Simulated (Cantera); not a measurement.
Adiabatic ignition

An adiabatic, constant-volume homogeneous reactor starts with CH4 : H2 : O2 : N2 = 1 : 0.13 : 2.61 : 9.83 (molar parts), at 1198 K and 20.0 bar.

Cantera simulation using GRI-Mech 3.0 (53 species, 325 reactions); the numbers are that mechanism's predictions, not measurements. The pressure lies above the range GRI-Mech 3.0 was tuned for (to about 10 atm).

```tsv
t (s)	T (K)	P (bar)	x CH4	x H2	x O2	x H2O2	x NO2
4.00e-6	1198	20.0	0.0737	0.00958	0.192	1.40e-9	<1e-12
1.10e-5	1198	20.0	0.0737	0.00958	0.192	1.03e-8	<1e-12
3.03e-5	1198	20.0	0.0737	0.00958	0.192	7.38e-8	<1e-12
8.35e-5	1198	20.0	0.0737	0.00958	0.192	5.99e-7	<1e-12
0.000230	1201	20.0	0.0734	0.00949	0.192	7.89e-6	<1e-12
0.000632	2912	49.0	<1e-12	0.00345	0.0400	3.07e-6	9.92e-6
0.00174	2891	48.6	<1e-12	0.00345	0.0349	2.77e-6	2.88e-5
0.00479	2891	48.6	<1e-12	0.00345	0.0349	2.77e-6	2.88e-5
0.0132	2891	48.6	<1e-12	0.00345	0.0349	2.77e-6	2.88e-5
0.0363	2891	48.6	<1e-12	0.00345	0.0349	2.77e-6	2.88e-5
0.100	2891	48.6	<1e-12	0.00345	0.0349	2.77e-6	2.88e-5
```
x: mole fraction; the columns are a selection and need not sum to one.

- time of steepest temperature rise = 0.605 ms
- temperature at 0.100 s = 2891 K
- equilibrium temperature = 2891 K
- x(CH4) at 0.100 s = <1e-12 (gas-phase equilibrium <1e-12)
- x(H2) at 0.100 s = 0.00345 (gas-phase equilibrium 0.00345)
- x(O2) at 0.100 s = 0.0349 (gas-phase equilibrium 0.0349)
